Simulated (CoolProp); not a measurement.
Vapour-liquid equilibrium of R152A (1) + isobutene (2) at 248.1 K; x and y are mole fractions of (1).

Computed with CoolProp (multi-fluid Helmholtz-energy mixture model, Outcalt 1996 and Lemmon 2005; pair parameters Bell 2016).

```tsv
x	bubble pressure (bar)	y at the bubble point	dew pressure at overall composition x (bar)	liquid density (mol/L)
0.05	0.5854	0.229	0.4923	11.65
0.2	0.8004	0.499	0.5684	12.04
0.35	0.9073	0.603	0.6689	12.49
0.5	0.9653	0.668	0.8017	13.00
0.65	0.9996	0.726	0.9511	13.59
0.8	1.014	0.802	1.014	14.27
0.95	0.9916	0.931	0.9856	15.05
```

y crosses x between x = 0.8 and 0.95: the model has an azeotrope there.

The pair parameters rest on a limited set of measurements; away from them the model extrapolates.
